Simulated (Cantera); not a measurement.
Feed: 1 mol Si₃H₈, 0.49 mol Cl₂, 240 mol H₂, held at 1525 K and 0.0133 bar.

Cantera equilibrium calculation (NASA polynomials, part measured and part estimated; ideal gas, pure solids and liquids). Candidate condensed phases: Si; 19 gas species. The feed counts by its element totals alone. Equilibrium is a limit: real reactors are often held back by kinetics, nucleation or transport.

Task: What is the equilibrium state?

Result: 
```json
{
 "x(H₂)": "0.996",
 "x(HCl)": "0.00391",
 "x(H)": "0.000204",
 "x(SiCl₂)": "5.01e-5",
 "x(SiH₂)": "2.05e-6",
 "x(Si)": "1.42e-6",
 "n(Si(s))": "2.99 mol",
 "gas_amount": "244.5 mol"
}
```
